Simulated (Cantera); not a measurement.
Mixture: CH4 : C2H6 : C3H8 : O2 : N2 = 1 : 0.063 : 0.19 : 3.27 : 12.3 (molar parts), equivalence ratio 0.97, at 17300 Torr, adiabatic and at constant pressure. Ignition delay is the time to a rise of 400 K.

Detailed kinetics in Cantera: GRI-Mech 3.0 (53 species, 325 reactions). GRI-Mech 3.0 was tuned for natural gas; its chemistry of propane as a main component is partial and can be far from experiment. The pressure lies above the range GRI-Mech 3.0 was tuned for (to about 10 atm).

What does this change do: constant volume in place of constant pressure?


```csv
quantity,before,after
delay at 1300 K,0.188 ms,0.174 ms
delay at 1450 K,33.6 µs,30.2 µs
delay at 1600 K,8.32 µs,7.25 µs
delay at 1750 K,2.88 µs,2.46 µs
delay at 1900 K,1.30 µs,1.10 µs
apparent activation energy between 1750 and 1900 K,150 kJ/mol,150 kJ/mol
```

What does this change do: C2H6 0.063 to 0.14 parts?


```
quantity                                                before       after
--------------------------------------------------  ----------  ----------
delay at 1300 K                                       0.188 ms    0.130 ms
delay at 1450 K                                        33.6 µs     26.8 µs
delay at 1600 K                                        8.32 µs     7.29 µs
delay at 1750 K                                        2.88 µs     2.64 µs
delay at 1900 K                                        1.30 µs     1.21 µs
apparent activation energy between 1750 and 1900 K  150 kJ/mol  140 kJ/mol
```
